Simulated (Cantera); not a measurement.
A perfectly stirred reactor is fed with H2 : O2 : N2 = 1 : 0.51 : 1.92 (molar parts), at 1.00 bar; it is adiabatic with a 500 K inlet, and is followed from long to short residence time, starting on the burning branch (τ in s: 0.098, 0.038, 0.015, 0.0057, 0.0022, 0.00086, 0.00033, 0.00013, 5e-05, 1.9e-05, 7.5e-06).

Model: the H2/O2 subset of GRI-Mech 3.0, which has no nitrogen chemistry, integrated in Cantera.

Q: Predict: blow-out, bracketed by the residence times tried; x(H2) at τ = 98.0 ms; x(O2) at τ = 98.0 ms; x(HO2) at τ = 98.0 ms; x(H2O2) at τ = 98.0 ms; x(H) at τ = 98.0 ms; x(H2) at τ = 0.860 ms; x(O2) at τ = 0.860 ms; x(HO2) at τ = 0.860 ms; x(H2O2) at τ = 0.860 ms; x(H) at τ = 0.860 ms.

A: 
```
Quantity                                                                      Result
------------------------------------------------  ----------------------------------
blow-out, bracketed by the residence times tried  burning at 19.0 µs, out at 7.50 µs
x(H2) at τ = 98.0 ms                                                          0.0175
x(O2) at τ = 98.0 ms                                                         0.00949
x(HO2) at τ = 98.0 ms                                                        2.33e-6
x(H2O2) at τ = 98.0 ms                                                       2.02e-7
x(H) at τ = 98.0 ms                                                          0.00310
x(H2) at τ = 0.860 ms                                                         0.0338
x(O2) at τ = 0.860 ms                                                         0.0171
x(HO2) at τ = 0.860 ms                                                       5.48e-6
x(H2O2) at τ = 0.860 ms                                                      2.89e-7
x(H) at τ = 0.860 ms                                                          0.0135
```
